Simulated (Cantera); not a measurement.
A closed system holds: 1 mol SiCl₄, 1.7 mol Cl₂, 7.1 mol H₂, held at 5780 Torr.

Cantera equilibrium calculation (NASA polynomials, part measured and part estimated; ideal gas, pure solids and liquids). Candidate condensed phases: Si; 19 gas species. The tables' values for SiCl₃ are old estimates; treat these amounts as uncertain. The numbers say what is thermodynamically allowed, not how fast it happens.

x: gas mole fraction; nothing condenses.

```tsv
T (°C)	x H₂	x HCl	x SiCl₄	x SiHCl₃	x SiCl₃	x SiCl₂
600	0.551	0.347	0.102	0.000345	4.48e-7	1.16e-10
700	0.550	0.348	0.101	0.000899	5.32e-6	8.02e-9
800	0.549	0.349	0.100	?	3.91e-5	?
900	0.547	0.351	0.0982	0.00357	0.000201	4.04e-6
1000	0.544	0.354	0.0953	?	0.000775	?
1100	0.540	0.358	0.0905	0.00863	0.00237	0.000287
1200	0.532	0.366	0.0828	0.0113	0.00585	0.00141
1300	0.520	0.379	0.0710	0.0129	0.0116	0.00502
```

Q: Some entries are withheld; supply them.

A: 
- 1000, x SiHCl₃: 0.00586
- 1000, x SiCl₂: 4.14e-5
- 800, x SiHCl₃: 0.00193
- 800, x SiCl₂: 2.45e-7
